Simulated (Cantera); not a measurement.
Adiabatic ignition

An adiabatic, constant-pressure homogeneous reactor starts with 10.0 % CH4, 0.974 % H2, 18.7 % O2, 70.3 % N2, at 1125 K and 550000 Pa.

Detailed kinetics in Cantera: GRI-Mech 3.0 (53 species, 325 reactions).

| t (s) | T (K) | x CH4 | x H2 | x O2 | x C2H6 | x H2O | x H | x CO2 |
|---|---|---|---|---|---|---|---|---|
| 6.00e-6 | 1125 | 0.100 | 0.00974 | 0.187 | <1e-12 | 5.24e-10 | 3.96e-11 | <1e-12 |
| 1.79e-5 | 1125 | 0.100 | 0.00974 | 0.187 | 1.50e-12 | 2.83e-9 | 7.33e-11 | <1e-12 |
| 5.34e-5 | 1125 | 0.100 | 0.00974 | 0.187 | 4.30e-11 | 2.04e-8 | 1.82e-10 | <1e-12 |
| 0.000159 | 1125 | 0.100 | 0.00974 | 0.187 | 1.54e-9 | 2.03e-7 | 6.24e-10 | 1.11e-12 |
| 0.000475 | 1125 | 0.100 | 0.00974 | 0.187 | 1.53e-7 | 3.98e-6 | 4.89e-9 | 1.36e-10 |
| 0.00142 | 1126 | 0.100 | 0.00969 | 0.187 | 3.43e-5 | 0.000201 | 4.46e-8 | 5.50e-8 |
| 0.00423 | 1140 | 0.0983 | 0.00954 | 0.185 | 0.000359 | 0.00227 | 1.34e-7 | 2.31e-6 |
| 0.0126 | 2704 | <1e-12 | 0.0169 | 0.00467 | <1e-12 | 0.182 | 0.00322 | 0.0600 |
| 0.0377 | 2704 | <1e-12 | 0.0169 | 0.00467 | <1e-12 | 0.182 | 0.00322 | 0.0600 |
| 0.112 | 2704 | <1e-12 | 0.0169 | 0.00467 | <1e-12 | 0.182 | 0.00322 | 0.0600 |
| 0.335 | 2704 | <1e-12 | 0.0169 | 0.00467 | <1e-12 | 0.182 | 0.00322 | 0.0600 |
| 1.00 | 2704 | <1e-12 | 0.0169 | 0.00467 | <1e-12 | 0.182 | 0.00322 | 0.0600 |
x: mole fraction; the columns are a selection and need not sum to one.

- time of steepest temperature rise: 6.61 ms
- temperature at 1.00 s: 2704 K
- equilibrium temperature: 2704 K
- x(CH4) at 1.00 s: <1e-12 (gas-phase equilibrium <1e-12)
- x(H2) at 1.00 s: 0.0169 (gas-phase equilibrium 0.0169)
- x(O2) at 1.00 s: 0.00467 (gas-phase equilibrium 0.00467)
